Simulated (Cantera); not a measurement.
Charge: 1 mol CO, 0.21 mol H2O, equilibrated at 2725 °C and 36.0 Pa.

Cantera equilibrium calculation (NASA polynomials, part measured and part estimated; ideal gas, pure solids and liquids). Kinetics and transport are ignored.

```json
[
 {"species": "CO", "before": "0.615", "after": "0.733"},
 {"species": "CO2", "before": "0.000756", "after": "0.0903"},
 {"species": "H2", "before": "0.000955", "after": "0.0882"},
 {"species": "H", "before": "0.256", "after": "0.00646"},
 {"species": "O", "before": "0.127", "after": "8.79e-5"},
 {"species": "H2O", "before": "8.70e-6", "after": "0.0804"},
 {"species": "HCO", "before": "4.38e-9", "after": "1.91e-5"},
 {"species": "O2", "before": "0.000457", "after": "3.17e-5"},
 {"species": "OH", "before": "0.000772", "after": "0.00196"}
]
```
Gas species are given as mole fractions.

Task: Name the change that produced these shifts.
A. temperature from 2725 °C to 525 °C
B. pressure from 36.0 Pa to 52.0 bar
C. temperature from 2725 °C to 2500 °C
D. CO replaced by CH3OH

Result: B, pressure from 36.0 Pa to 52.0 bar. The ideal-gas law is rough above about 30 bar
